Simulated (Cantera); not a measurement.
Halide evaporation, hydrolysis and transport: CaCl2 + O2 + H2

A closed system holds: 1 mol CaCl2, 2.7 mol O2, 350 mol H2, at 10.0 Torr.

These are equilibrium values from Cantera (NASA tables, ideal gas, pure condensed phases), not measurements of a reactor. Candidate condensed phases: Ca, CaCl2, CaO, Ca(OH)2, H2O; 21 gas species. Mutual solubility and eutectic melting of coexisting phases are not modelled. Condensed phases not in the tables: oxide chlorides. Kinetics and transport are ignored.

```csv
T (K),log p H2,log p H2O,log p HCl,log p CaCl2,log p H,log p Cl,log p CaCl,log p OH,n CaCl2(s),n CaO(s),n CaCl2(l)
873,-1.88,-3.69,-5.32,-10.04,-11.27,<-13,<-13,<-13,0.938,0.0622,0
923,-1.88,-3.70,-4.98,-9.02,-10.55,-13.67,<-13,<-13,0.862,0.138,0
973,-1.88,-3.71,-4.67,-8.11,-9.91,-12.73,<-13,<-13,0.722,0.278,0
1023,-1.88,-3.73,-4.40,-7.29,-9.32,-11.88,<-13,-13.75,0.481,0.518,0
1073,-1.88,-3.76,-4.19,-6.59,-8.80,-11.14,-13.18,-13.10,0,0.859,0.135
1123,-1.88,-3.78,-4.13,-6.25,-8.31,-10.61,-12.32,-12.49,0,0.985,0
1173,-1.88,-3.77,-4.13,-6.07,-7.87,-10.17,-11.61,-11.92,0,0.977,0
1223,-1.88,-3.77,-4.13,-5.90,-7.46,-9.78,-10.95,-11.40,0,0.967,0
1273,-1.88,-3.77,-4.14,-5.76,-7.09,-9.42,-10.35,-10.92,0,0.954,0
1323,-1.88,-3.77,-4.15,-5.63,-6.74,-9.08,-9.80,-10.47,0,0.938,0
1373,-1.88,-3.77,-4.16,-5.51,-6.42,-8.77,-9.30,-10.05,0,0.919,0
1423,-1.88,-3.77,-4.17,-5.41,-6.12,-8.49,-8.83,-9.67,0,0.898,0
1473,-1.88,-3.76,-4.18,-5.32,-5.84,-8.23,-8.40,-9.31,0,0.875,0
```
log p: log10 of the partial pressure in bar; n: condensed amount in mol.

From 873 K to 1023 K the condensed part is CaCl2(s) + CaO(s). At 1073 K the condensed part is CaCl2(l) + CaO(s). From 1123 K to 1473 K the condensed part is CaO(s).
